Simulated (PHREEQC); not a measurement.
Solution (15 °C): 190 mmol/kgw NaHSO4, 0.15 mmol/kgw Na2HPO4 and 110 mmol/kgw NaCl. Closed to the air; pH follows from the charge balance.

Model: ion-association model, wateq4f.dat, run in PHREEQC.

Each row changes one thing in this solution. This is a speciation only: nothing precipitates in the calculation.

```tsv
case	pH	ionic strength (mol/kgw)	Na+ (mol/kgw)	HSO4- (mol/kgw)	SO4-2 (mol/kgw)	NaSO4- (mol/kgw)	SI of Mirabilite (Na2SO4:10H2O)	SI of Halite (NaCl)
as made	1.19	0.428	0.281	0.107	0.0642	0.0192	-1.69	-3.39
diluted 2-fold with water	1.42	0.231	0.142	0.0471	0.0403	0.00760	-2.33	-3.95
0.018 mol/kgw NaNO3 added	1.19	0.446	0.298	0.106	0.0641	0.0201	-1.65	-3.37
diluted 10-fold with water	1.96	0.0545	0.0293	0.00597	0.0123	0.000763	-3.90	-5.23
Na2HPO4 from 0.00015 to 3e-05 mol/kgw	1.19	0.428	0.281	0.107	0.0641	0.0192	-1.69	-3.39
Na2HPO4 from 0.00015 to 0.00075 mol/kgw	1.20	0.429	0.282	0.106	0.0645	0.0194	-1.68	-3.39
diluted 100-fold with water	2.79	0.00643	0.00299	0.000170	0.00171	1.73e-5	-6.43	-7.11
NaHSO4 from 0.19 to 0.209 mol/kgw	1.16	0.456	0.298	0.119	0.0684	0.0212	-1.63	-3.37
NaCl from 0.11 to 1.1 mol/kgw	1.10	1.40	1.24	0.0808	0.0569	0.0522	-0.78	-1.78
```

The ionic strength passes 0.7 mol/kgw, the rough limit of the ion-association models, in NaCl from 0.11 to 1.1 mol/kgw. H3PO4, which wateq4f.dat lacks, is added to it with the constant of phreeqc.dat.
